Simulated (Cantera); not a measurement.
A perfectly stirred reactor is fed with N2O : N2 = 0.17 : 3.5 (molar parts), at 750 Torr; it is held at 1573 K, and followed from long to short residence time.

Computed with Cantera and GRI-Mech 3.0 (53 species, 325 reactions). GRI-Mech 3.0 was tuned for natural gas; its chemistry of N2O as a main component is partial and can be far from experiment.

One state of this run: x N2O = 0.0122; x NO = 0.00763; x N2 = 0.967; x O2 = 0.0128; x O = 8.97e-5; x NO2 = 4.21e-5. x: mole fraction; the columns are a selection and need not sum to one.

Which value of τ (s) does it belong to?
A) 0.00019
B) 0.00098
C) 0.14
D) 0.026

D, 0.026
